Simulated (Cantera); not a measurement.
Charge: 1 mol HgO, 2.5 mol H2, equilibrated at 180000 Pa.

Cantera equilibrium calculation (NASA polynomials, part measured and part estimated; ideal gas, pure solids and liquids). Candidate condensed phases: H2O, Hg, HgO; 10 gas species. Equilibrium is a limit: real reactors are often held back by kinetics, nucleation or transport.

### Question
What share of the Hg ends up in condensed phases as a function of T (K), at 473, 498, 523, 548, 573, 598, 623, 648, 673, 698, 723?

### Answer
```
T (K)  Hg condensed (%)     as
-----  ----------------  -----
473                96.8  Hg(l)
498                93.0  Hg(l)
523                85.6  Hg(l)
548                71.6  Hg(l)
573                45.0  Hg(l)
598                 0.0      -
623                 0.0      -
648                 0.0      -
673                 0.0      -
698                 0.0      -
723                 0.0      -
```
